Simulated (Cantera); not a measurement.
A Cantera script and what it prints.

```python
import numpy as np
import cantera as ct

gas_names = [...]  # 151 gases of nasa_gas.yaml made of C, H, N, O, Si
cond_names = """
    C(gr) C6H6(L) C7H8(L) C8H18(L),n-octa H2O(s) H2O(L) Si(cr) Si(L) SiC(b) SiO2(Lqz) SiO2(hqz) SiO2(L)
    Si2N2O(s) Si3N4(a)
""".split()


# ... load() reads the species with a 1 bar reference pressure and builds the phases ...
atoms = {
    'Si3N4': {'Si': 3, 'N': 4},
    'CO2': {'C': 1, 'O': 2},
    'H2': {'H': 2},
}
top_T = {'C(gr)': 4500, 'SiC(b)': 3050, 'Si2N2O(s)': 2100, 'Si3N4(a)': 2400}  # K; cautious upper limits of use, not melting points


# ... equilibrate(T, P, feed) seeds the gas with the atoms and calls Mixture.equilibrate('TP', solver="vcs", rtol=1e-11, max_steps=5000) ...
results = []
T = 1023  # K
P = 44000  # Pa
for m in [11, 21, 40, 78, 150, 300, 580]:
    feed = {'Si3N4': 1, 'CO2': 0.054, 'H2': m}  # mol
    mix = equilibrate(T, P, feed)
    results.append((T, P, feed, dict(zip(mix.species_names, mix.species_moles))))

top = {s: max(r[3][s] / sum(r[3][g] for g in gas_names) for r in results) for s in gas_names}
cols = sorted((s for s in top if top[s] > 0.0001), key=lambda s: -top[s])[:8]
seen = [c for c in cond_names if any(r[3].get(c, 0) > 1e-12 for r in results)]
print("log10 of partial pressures in bar; condensed amounts in mol")
print(f"{'n(H2)':>10s}" + "".join(f"{s[:9]:>10s}" for s in cols + seen))
for T, P, feed, n in results:
    ng = sum(n[g] for g in gas_names)
    print(f"{feed['H2']:10.4g}" + "".join(f"{np.log10(max(n[s] / ng * P / 1e5, 1e-99)):10.3f}" for s in cols)
          + "".join(f"{n.get(c, 0):10.4g}" for c in seen))
```

Output:

```
log10 of partial pressures in bar; condensed amounts in mol
     n(H2)        H2       CH4        N2 Si2N2O(s)  Si3N4(a)
        11    -0.360    -2.665    -2.842     0.108     0.928
        21    -0.358    -2.946    -3.123     0.108     0.928
        40    -0.358    -3.226    -3.404     0.108     0.928
        78    -0.357    -3.516    -3.694     0.108     0.928
       150    -0.357    -3.800    -3.979     0.108     0.928
       300    -0.357    -4.101    -4.282     0.108     0.928
       580    -0.357    -4.388    -4.570     0.108     0.928
```

Cantera equilibrium calculation (NASA polynomials, part measured and part estimated; ideal gas, pure solids and liquids). Mutual solubility and eutectic melting of coexisting phases are not modelled.
